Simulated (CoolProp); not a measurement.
Vapour pressure (MPa) of chlorine: the reference equation beside estimates from Tc = 416.9 K, pc = 7.642 MPa, ω = 0.070. Clausius-Clapeyron is anchored at 318.2 K with a constant enthalpy of vaporisation of 16.38 kJ/mol.

Values from CoolProp's reference Helmholtz-energy equation of state, Thol 2021.

| T (K) | reference | Clausius-Clapeyron | Soave-Redlich-Kwong |
|---|---|---|---|
| 284.9 | 0.5319 | 0.6249 | 0.5326 |
| 290.4 | 0.6249 | 0.7123 | 0.6249 |
| 296 | 0.7315 | 0.8099 | ? |
| 301.5 | 0.8486 | 0.9144 | 0.8470 |
| 307.1 | 0.9815 | 1.030 | 0.9789 |
| 312.6 | 1.126 | 1.153 | 1.122 |
| 318.2 | 1.289 | 1.289 | ? |
| 323.8 | ? | 1.434 | 1.462 |
| 329.3 | 1.659 | ? | 1.653 |
| 334.9 | 1.873 | 1.755 | 1.866 |
| 340.4 | 2.101 | 1.930 | 2.093 |
| 346 | ? | 2.119 | 2.345 |
| 351.6 | 2.624 | 2.320 | 2.617 |

Q: Fill in the missing entries.

A: 
- 296, Soave-Redlich-Kwong: 0.7307
- 318.2, Soave-Redlich-Kwong: 1.284
- 323.8, reference: 1.467
- 329.3, Clausius-Clapeyron: 1.588
- 346, reference: 2.352

Absolute difference from the reference over all 13 rows, mean and median: Clausius-Clapeyron 7.7 and 7.8 %, Soave-Redlich-Kwong 0.3 and 0.3 %.
